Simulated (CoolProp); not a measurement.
Properties of R22 at several states.

Model: reference Helmholtz-energy equation of state, Kamei 1995, in CoolProp.

```tsv
T (°C)	p (kPa)	phase	Joule-Thomson coefficient (K/MPa)	isothermal compressibility (1/MPa)
37.55	654	gas	20.22	1.689
-88.05	310	liquid	-0.4166	0.0009019
-61.05	52.3	liquid	-0.3815	0.001247
193.65	131	gas	6.154	7.664
171.35	3660	gas	7.320	0.3209
-135.95	534	liquid	-0.4440	0.0005419
```
